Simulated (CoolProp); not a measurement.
Vapour-liquid equilibrium of isobutene (1) + n-butane (2) at 258.8 K; x and y are mole fractions of (1).

Values from CoolProp's multi-fluid Helmholtz-energy mixture model, Lemmon 2005 and Bücker 2006; pair parameters Bell 2016.

```tsv
x	bubble pressure (bar)	y at the bubble point	dew pressure at overall composition x (bar)	liquid density (mol/L)
0.05	0.5907	0.067	0.5877	10.63
0.15	0.6119	0.192	0.6047	10.69
0.25	0.6316	0.306	0.6218	10.76
0.35	0.6500	0.413	0.6391	10.83
0.45	0.6675	0.513	0.6565	10.90
0.55	0.6842	0.609	0.6740	10.97
0.65	0.7003	0.700	0.6915	11.05
0.75	0.7158	0.789	0.7089	11.12
0.85	0.7309	0.875	0.7264	11.20
0.95	0.7457	0.959	0.7441	11.27
```

No azeotrope shows between x = 0.05 and 0.95.

Pair parameters are fitted to limited data, so mixtures are less certain than the pure fluids.
